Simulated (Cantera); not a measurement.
# Thermodynamics of silicon carbide growth, feed SiHCl3 + C2H2 + H2

Input: 1 mol SiHCl3, 0.41 mol C2H2, 34 mol H2, equilibrated at 1525 K and 0.240 bar.

Method: chemical equilibrium by Gibbs-energy minimisation in Cantera with the NASA 1993 tables (ideal gas, pure condensed phases). Candidate condensed phases: C, C6H6, C7H8, C8H18, Si, SiC; 109 gas species. The tables' values for SiCl3 are old estimates; treat these amounts as uncertain. Equilibrium is a limit: real reactors are often held back by kinetics, nucleation or transport.

```
Property                                    Value
--------------------------------------  ---------
x(H2)                                       0.923
x(HCl)                                     0.0719
x(SiCl2)                                  0.00439
x(SiCl3)                                 0.000343
x(SiHCl3)                                0.000115
x(SiCl4)                                  7.93e-5
x(H)                                      4.64e-5
x(SiH2Cl2)                                2.69e-5
x(CH4)                                    1.56e-5
n(SiC(s))                               0.819 mol
gas amount                              36.40 mol
log10 activity of Si(s) (absent)            -0.62
log10 activity of C(graphite) (absent)      -1.48
```
